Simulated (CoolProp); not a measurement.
A single-stage vapour-compression cycle with R143a: evaporating at 228.15 K (dew point), condensing at 266.15 K (bubble point), superheat 0 K, subcooling 5 K, compressor efficiency 0.8, no pressure losses. Each further row changes one setting.

Model: reference Helmholtz-energy equation of state, Lemmon and Jacobsen 2000, in CoolProp.

| case | cooling COP | pressure ratio | discharge temperature (K) | refrigerating effect (kJ/kg) | volumetric capacity (kJ/m³) |
|---|---|---|---|---|---|
| as stated | 4.22 | 4.40 | 285.5 | 179 | 944 |
| evaporating temperature 233.15 K | 5.08 | 3.51 | 282.2 | 182 | 1190 |
| condensing temperature 261.15 K | 4.99 | 3.72 | 278.7 | 187 | 982 |
| subcooling 10 K | 4.39 | 4.40 | 285.5 | 186 | 982 |
| superheat 10 K | 4.20 | 4.40 | 296.1 | 188 | 939 |
| compressor efficiency 0.7 | 3.70 | 4.40 | 291.4 | 179 | 944 |
